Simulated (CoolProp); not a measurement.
Properties of normal hydrogen along the isobar 1060 kPa (Tc = 33.1 K, pc = 1296 kPa, ω = -0.219).

The numbers come from the reference Helmholtz-energy equation of state, Leachman 2009 in CoolProp.

| T (K) | phase | cp (kJ/(kg K)) | speed of sound (m/s) | isothermal compressibility (1/MPa) | expansivity (1/kK) | Prandtl number |
|---|---|---|---|---|---|---|
| 28.2 | liquid | 16.21 | 882.9 | 0.05569 | 34.73 | 1.29 |
| 52.3 | gas | 12.04 | 591.5 | 1.019 | 24.22 | 0.711 |
| 76.3 | gas | 11.24 | 722.8 | 0.9588 | 14.22 | 0.675 |
| 100.4 | gas | 11.54 | 818.3 | 0.9442 | 10.32 | 0.677 |
| 124.5 | gas | 12.12 | 896.1 | 0.9393 | 8.170 | 0.682 |
| 148.5 | gas | 12.69 | 965.3 | 0.9374 | 6.787 | 0.684 |
| 172.6 | gas | 13.18 | 1030 | 0.9367 | 5.811 | 0.684 |
| 196.7 | gas | 13.56 | 1091 | 0.9366 | 5.084 | 0.684 |
| 220.7 | gas | 13.84 | 1149 | 0.9367 | 4.524 | 0.683 |
| 244.8 | gas | 14.06 | 1206 | 0.9369 | 4.074 | 0.683 |
| 268.9 | gas | 14.21 | 1260 | 0.9372 | 3.707 | 0.683 |
| 292.9 | gas | 14.31 | 1312 | 0.9375 | 3.402 | 0.683 |
| 317 | gas | 14.39 | 1363 | 0.9378 | 3.142 | 0.682 |

Viscosity comes from a separate model (Muzny 2013). Thermal conductivity comes from a separate model (Assael 2011).
